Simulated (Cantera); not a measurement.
Feed: 1 mol V, 4.1 mol H2O, at 1423 K and 5030 Torr.

Method: chemical equilibrium by Gibbs-energy minimisation in Cantera with the NASA 1993 tables (ideal gas, pure condensed phases). Candidate condensed phases: H2O, V, VO, V2O3, V2O4, V2O5; 12 gas species. Condensed phases not in the tables: the oxides between V2O3 and V2O5 other than VO2. Kinetics and transport are ignored.

Q: What is the equilibrium state?

A: 
| Quantity | Value |
|---|---|
| x(H2O) | 0.634 |
| x(H2) | 0.366 |
| x(H) | 1.55e-6 |
| n(V2O3(s)) | 0.500 mol |
| gas amount | 4.100 mol |
| log10 activity of V(s) (absent) | -6.88 |
| log10 activity of V2O5(l) (absent) | -7.29 |
